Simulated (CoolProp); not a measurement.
Vapour-liquid equilibrium of R1234yf (1) + R1234ze(E) (2) at 298 K; x and y are mole fractions of (1).

Computed with CoolProp (multi-fluid Helmholtz-energy mixture model, Lemmon 2022 and Thol 2016; pair parameters Bell 2022).

### Question
Give the bubble pressure and the first vapour's composition at x = 0.05, 0.15, 0.45. Is there an azeotrope?

### Answer
x = 0.05: 5.070 bar, y = 0.067; x = 0.15: 5.276 bar, y = 0.192; x = 0.45: 5.836 bar, y = 0.514. No azeotrope shows between x = 0.05 and 0.95.

Pair parameters are fitted to limited data, so mixtures are less certain than the pure fluids.
